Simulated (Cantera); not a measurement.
BF₃ + NH₃ + H₂O (boron, boron nitride and boron oxide)

Charge: 1 mol BF₃, 2.3 mol NH₃, 0.81 mol H₂O, equilibrated at 1.33 mbar.

Equilibrium computed with Cantera from the NASA thermochemical tables; the gas is ideal and each condensed phase is pure. Candidate condensed phases: B, BN, B₂O₃, B₃O₃H₃, H₂O; 62 gas species. The tables' values for BF₂ are old estimates; treat these amounts as uncertain. The numbers say what is thermodynamically allowed, not how fast it happens.

From 1375 K to 1550 K nothing is condensed. The main B-bearing gas is BOF throughout.

```tsv
T (K)	x H₂	x HF	x N₂	x BOF	x BF₃
1375	0.482	0.209	0.161	0.102	0.0360
1400	0.481	0.212	0.160	0.105	0.0339
1425	0.480	0.215	0.160	0.106	0.0321
1450	0.480	0.217	0.160	0.108	0.0308
1475	0.479	0.219	0.160	0.109	0.0297
1500	0.479	0.220	0.160	0.109	0.0288
1525	0.478	0.221	0.160	0.110	0.0281
1550	0.478	0.222	0.159	0.110	0.0276
```
x: gas mole fraction; nothing condenses.
